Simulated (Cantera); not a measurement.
A jet of 2.08 % H2, 15.6 % O2, 82.3 % N2, equivalence ratio 0.067 at 300 K and 8400 Pa hits a platinum plate 2.4 cm away at a mass flux of 0.024 kg/m²/s; the plate temperature is set and raised in steps from an oxygen-covered start.

Detailed kinetics in Cantera: Deutschmann's 1995 Pt surface mechanism with GRI-Mech 3.0 gas chemistry. Catalytic surfaces can have several steady states; this one follows from the mechanism file's or the stated starting coverage.

x: mole fraction at the wall; θ: surface coverage.

```csv
plate T (K),wall x H2,wall x O2,wall x H2O,wall x OH,θ free Pt,θ O*,θ OH*
600,0.00295,0.138,0.0340,<1e-8,0.0353,0.960,0.00431
650,0.00292,0.138,0.0338,<1e-8,0.0376,0.960,(withheld)
700,0.00271,0.138,0.0340,<1e-8,0.0429,0.955,0.00215
750,0.00213,0.137,0.0349,<1e-8,0.0587,0.939,0.00183
800,0.00148,0.136,0.0360,<1e-8,0.0907,0.908,0.00170
850,0.00104,0.136,0.0366,1.41e-8,0.137,0.861,0.00159
900,0.000781,0.136,0.0369,4.32e-8,0.193,0.805,0.00146
950,(withheld),0.136,0.0371,(withheld),(withheld),0.743,(withheld)
```

Q: Complete the blanks.

A: 
- 650, θ OH*: 0.00291
- 950, wall x H2: 0.000616
- 950, wall x OH: 1.19e-7
- 950, θ free Pt: 0.255
- 950, θ OH*: 0.00132
